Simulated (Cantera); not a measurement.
Cantera run, input and output.

```python
import numpy as np
import cantera as ct

gas = ct.Solution("gri30.yaml")


def delay(T, t_max=10):
    gas.TPX = T, 33000, {'CH4': 1, 'O2': 3.03, 'N2': 11.4}
    reactor = ct.IdealGasConstPressureReactor(gas, clone=False)
    net = ct.ReactorNet([reactor])
    net.rtol, net.atol = 1e-8, 1e-16
    while net.time < t_max:
        t_old, T_old = net.time, reactor.T
        net.step()
        if reactor.T > T + 400:  # ignition: a rise of 400 K
            return t_old + (T + 400 - T_old) / (reactor.T - T_old) * (net.time - t_old)
    return np.nan


taus = []
for T in [1273, 1323, 1373, 1423, 1473, 1523, 1573]:
    taus.append(delay(T))
    print(f"T0 = {T:6g} K   tau = {taus[-1]:.4e} s")
```

Output:

```
T0 =   1273 K   tau = 3.1228e-02 s
T0 =   1323 K   tau = 1.6225e-02 s
T0 =   1373 K   tau = 8.8931e-03 s
T0 =   1423 K   tau = 5.1514e-03 s
T0 =   1473 K   tau = 3.1489e-03 s
T0 =   1523 K   tau = 2.0202e-03 s
T0 =   1573 K   tau = 1.3502e-03 s
```

Model: GRI-Mech 3.0 (53 species, 325 reactions), integrated in Cantera.
